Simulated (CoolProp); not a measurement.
R236FA at 298.15 K and 0.0812 MPa is compressed adiabatically to 0.173 MPa with isentropic efficiency 0.6. Each further row changes one setting.

The numbers come from the reference Helmholtz-energy equation of state, Pan 2012 in CoolProp.

```json
[
 {"case": "as stated", "work (kJ/kg)": "20.4", "final temperature (K)": "323.7", "final density (kg/m³)": "10.2"},
 {"case": "efficiency 1", "work (kJ/kg)": "12.2", "final temperature (K)": "314.5", "final density (kg/m³)": "10.5"},
 {"case": "efficiency 0.65", "work (kJ/kg)": "18.8", "final temperature (K)": "322.0", "final density (kg/m³)": "10.3"}
]
```
